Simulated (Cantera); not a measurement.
An isothermal, constant-pressure homogeneous reactor starts with C₂H₆ : H₂ = 1 : 8 (molar parts), at 1348 K and 1.00 bar.

Model: GRI-Mech 3.0 (53 species, 325 reactions), integrated in Cantera. GRI-Mech 3.0 stops at C3 and has no aromatics, soot or wall deposition, so with more carbon than oxygen in the feed, carbon stays in small species such as C2H2 where larger ones or solid carbon would form.

One state of this run: x C₂H₆ = 0.00158; x H₂ = 0.875; x CH₂ = 2.08e-10; x H = 1.47e-5; x CH₃ = 1.69e-5; x C₂H₂ = 0.0131; x C₂H = 1.45e-10. x: mole fraction; the columns are a selection and need not sum to one.

Task: Which value of t (s) does it belong to?
(A) 0.265
(B) 0.00880
(C) 0.0274
(D) 0.000909

Result: B, 0.00880
